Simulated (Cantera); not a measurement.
**Stirred combustor or abatement burner**

A perfectly stirred reactor is fed with 7.66 % CH₄, 19.4 % O₂, 73.0 % N₂, equivalence ratio 0.79, at 2.30 bar; it is adiabatic with a 300 K inlet, and is followed from long to short residence time, starting on the burning branch (τ in s: 0.062, 0.034, 0.018, 0.0098, 0.0053, 0.0029, 0.0016, 0.00084, 0.00045, 0.00025, 0.00013, 7.2e-05, 3.9e-05).

Cantera simulation using GRI-Mech 3.0 (53 species, 325 reactions); the numbers are that mechanism's predictions, not measurements.

```json
[
 {"τ (s)": "0.062", "T (K)": "1986", "x CH₄": "6.66e-6", "x O₂": "0.0405", "x HCN": "4.20e-8", "x C₂H": "2.20e-12", "x OH": "0.00164", "x CH₂CO": "5.73e-10", "x CH₂": "7.24e-8"},
 {"τ (s)": "0.034", "T (K)": "1983", "x CH₄": "1.05e-5", "x O₂": "0.0406", "x HCN": "4.87e-8", "x C₂H": "5.05e-12", "x OH": "0.00183", "x CH₂CO": "1.31e-9", "x CH₂": "1.25e-7"},
 {"τ (s)": "0.018", "T (K)": "1978", "x CH₄": "1.66e-5", "x O₂": "0.0407", "x HCN": "5.89e-8", "x C₂H": "1.10e-11", "x OH": "0.00210", "x CH₂CO": "3.00e-9", "x CH₂": "2.18e-7"},
 {"τ (s)": "0.0098", "T (K)": "1971", "x CH₄": "2.51e-5", "x O₂": "0.0410", "x HCN": "7.31e-8", "x C₂H": "2.13e-11", "x OH": "0.00244", "x CH₂CO": "6.30e-9", "x CH₂": "3.61e-7"},
 {"τ (s)": "0.0053", "T (K)": "1961", "x CH₄": "3.78e-5", "x O₂": "0.0413", "x HCN": "9.33e-8", "x C₂H": "3.91e-11", "x OH": "0.00285", "x CH₂CO": "1.27e-8", "x CH₂": "5.86e-7"},
 {"τ (s)": "0.0029", "T (K)": "1948", "x CH₄": "5.67e-5", "x O₂": "0.0418", "x HCN": "1.21e-7", "x C₂H": "6.74e-11", "x OH": "0.00330", "x CH₂CO": "2.45e-8", "x CH₂": "9.18e-7"},
 {"τ (s)": "0.0016", "T (K)": "1930", "x CH₄": "8.51e-5", "x O₂": "0.0425", "x HCN": "1.60e-7", "x C₂H": "1.12e-10", "x OH": "0.00377", "x CH₂CO": "4.54e-8", "x CH₂": "1.39e-6"},
 {"τ (s)": "0.00084", "T (K)": "1904", "x CH₄": "0.000135", "x O₂": "0.0437", "x HCN": "2.19e-7", "x C₂H": "1.89e-10", "x OH": "0.00427", "x CH₂CO": "8.77e-8", "x CH₂": "2.12e-6"},
 {"τ (s)": "0.00045", "T (K)": "1870", "x CH₄": "0.000217", "x O₂": "0.0453", "x HCN": "2.98e-7", "x C₂H": "3.15e-10", "x OH": "0.00467", "x CH₂CO": "1.69e-7", "x CH₂": "3.11e-6"},
 {"τ (s)": "0.00025", "T (K)": "1829", "x CH₄": "0.000358", "x O₂": "0.0475", "x HCN": "3.97e-7", "x C₂H": "5.26e-10", "x OH": "0.00487", "x CH₂CO": "3.33e-7", "x CH₂": "4.43e-6"},
 {"τ (s)": "0.00013", "T (K)": "1767", "x CH₄": "0.000705", "x O₂": "0.0516", "x HCN": "5.50e-7", "x C₂H": "1.03e-9", "x OH": "0.00466", "x CH₂CO": "8.61e-7", "x CH₂": "6.74e-6"},
 {"τ (s)": "7.2e-5", "T (K)": "300", "x CH₄": "0.0766", "x O₂": "0.194", "x HCN": "<1e-12", "x C₂H": "<1e-12", "x OH": "<1e-12", "x CH₂CO": "<1e-12", "x CH₂": "<1e-12"},
 {"τ (s)": "3.9e-5", "T (K)": "300", "x CH₄": "0.0766", "x O₂": "0.194", "x HCN": "<1e-12", "x C₂H": "<1e-12", "x OH": "<1e-12", "x CH₂CO": "<1e-12", "x CH₂": "<1e-12"}
]
```
x: mole fraction; the columns are a selection and need not sum to one.
